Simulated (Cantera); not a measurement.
Feed: 1 mol CH3SiCl3, 3.4 mol H2, at 1875 K and 28.5 Torr.

These are equilibrium values from Cantera (NASA tables, ideal gas, pure condensed phases), not measurements of a reactor. Candidate condensed phases: C, C6H6, C7H8, C8H18, Si, SiC; 109 gas species. The feed counts by its element totals alone. The tables' values for SiCl3, SiCl are old estimates; treat these amounts as uncertain. Equilibrium is a limit: real reactors are often held back by kinetics, nucleation or transport.

Base state: H2 0.559, HCl 0.408, SiCl2 0.0278, H 0.00251, Cl 0.00139, SiCl3 0.00109, C2H2 (acetylene) 0.000177, SiCl4 5.98e-5 (mole fractions); condensed: C(graphite) + SiC(s).

Q: What changes in the equilibrium state with this change: pressure from 28.5 Torr to 750 Torr?

A: 
```csv
species,before,after
H2,0.559,0.569
HCl,0.408,0.397
SiCl2,0.0278,0.0258
SiCl3,0.00109,0.00500
CH4,7.20e-6,0.000197
SiH2Cl2,1.88e-6,4.68e-5
SiHCl3,2.46e-5,0.000585
SiCl4,5.98e-5,0.00136
"C(graphite), mol",0.184,0.206
"SiC(s), mol",0.814,0.791
```
The tables' values for SiCl3 are old estimates; treat these amounts as uncertain.
